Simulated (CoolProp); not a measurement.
Computed with CoolProp (reference Helmholtz-energy equation of state, Akasaka 2020).

For R1123, give the phase and the isothermal compressibility (1/MPa), expansivity (1/kK) at 210.4 K and 1450 kPa; 228.3 K and 5260 kPa; 452.2 K and 2120 kPa.


- 210.4 K and 1450 kPa: liquid; isothermal compressibility 0.00166, expansivity 2.26
- 228.3 K and 5260 kPa: liquid; isothermal compressibility 0.00205, expansivity 2.39
- 452.2 K and 2120 kPa: gas; isothermal compressibility 0.498, expansivity 2.75
